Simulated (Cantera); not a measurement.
Input: 1 mol Al, 1.9 mol O₂, 1.3 mol N₂, 0.8 mol N₂O, equilibrated at 1048 K and 1330 Pa.

These are equilibrium values from Cantera (NASA tables, ideal gas, pure condensed phases), not measurements of a reactor. Candidate condensed phases: Al, AlN, Al₂O₃; 16 gas species. Equilibrium is a limit: real reactors are often held back by kinetics, nucleation or transport.

Q: What is the equilibrium state?

A: 
```
Property                             Result
--------------------------------  ---------
x(N₂)                                 0.575
x(O₂)                                 0.425
x(NO)                               6.29e-5
n(Al₂O₃(s))                       0.500 mol
gas amount                        3.650 mol
log10 activity of Al(l) (absent)     -31.84
```
